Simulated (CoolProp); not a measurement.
Properties of cis-2-butene at several states (Tc = 435.8 K, pc = 4.236 MPa, ω = 0.202).

Computed with CoolProp (reference Helmholtz-energy equation of state, Lemmon 2005). It is a short technical equation, of lower accuracy than the large ones.

| T (K) | p (MPa) | phase | Z | cv (kJ/(kg K)) | speed of sound (m/s) | Joule-Thomson coefficient (K/MPa) | expansivity (1/kK) | fugacity coefficient |
|---|---|---|---|---|---|---|---|---|
| 201 | 4.61 | liquid | 0.2138 | 1.341 | 1554 | -0.5022 | 1.394 | 0.0003980 |
| 494.5 | 0.0104 | gas | 0.9994 | 2.037 | 280.2 | 6.052 | 2.026 | 0.9994 |
| 242.5 | 0.0598 | liquid | 0.002456 | 1.387 | 1286 | -0.4449 | 1.570 | 0.3619 |
